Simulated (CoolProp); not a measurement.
Computed with CoolProp (reference Helmholtz-energy equation of state, Gao 2020).

Question: For ammonia, give the phase and the density (kg/m³), speed of sound (m/s), expansivity (1/kK), Prandtl number at 355.1 K and 56400 kPa.

Answer: 
- 355.1 K and 56400 kPa: liquid; density 576, speed of sound 1350, expansivity 2.15, Prandtl number 1.11

Viscosity comes from a separate model (Fenghour 1995). Thermal conductivity comes from a separate model (Tufeu 1984).
